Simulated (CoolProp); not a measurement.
n-pentane along the isobar 4.06 bar: density (kg/m³) from the reference equation and from simpler models built on Tc = 469.7 K, pc = 33.68 bar, ω = 0.251; each cubic takes its own stable root.

Computed with CoolProp (reference Helmholtz-energy equation of state, Thol 2019).

```tsv
T (K)	phase	reference	van der Waals	Redlich-Kwong	Soave-Redlich-Kwong	Peng-Robinson
199.1	liquid	713.6	424.9	___	641.1	719.5
215.7	liquid	698.7	417.5	620.7	630.9	708.8
232.3	liquid	683.7	409.7	608.1	620.0	697.3
248.9	liquid	668.6	401.5	594.6	608.2	684.8
265.5	liquid	653.2	392.9	580.3	595.5	671.2
282.1	liquid	637.4	___	565.0	581.7	656.4
298.6	liquid	621.2	373.9	548.6	566.9	640.4
315.2	liquid	604.2	12.42	530.9	550.5	622.7
331.8	liquid	586.4	11.64	511.6	532.5	603.0
348.4	liquid	567.6	10.96	11.28	512.6	581.0
365	gas	10.81	10.37	10.60	___	10.77
381.6	gas	10.15	9.842	10.02	10.09	10.15
```

Problem. Some entries are withheld; supply them.

Solution. 
- 199.1, Redlich-Kwong: 632.6
- 282.1, van der Waals: 383.7
- 365, Soave-Redlich-Kwong: 10.70

At some of these states van der Waals, Redlich-Kwong gives the other phase, because its saturation line lies elsewhere.
